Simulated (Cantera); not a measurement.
Charge: 1 mol Si, 2.9 mol SF6, 3.4 mol F2, equilibrated at 400 °C and 29.0 mbar.

These are equilibrium values from Cantera (NASA tables, ideal gas, pure condensed phases), not measurements of a reactor. Candidate condensed phases: S, Si; 21 gas species. The numbers say what is thermodynamically allowed, not how fast it happens.

What is the equilibrium state?


- x(SF6): 0.546
- x(F2): 0.263
- x(SiF4): 0.188
- x(F): 0.00247
- gas amount: 5.307 mol
- log10 activity of S(l) (absent): -71.63
- log10 activity of Si(s) (absent): -115.90
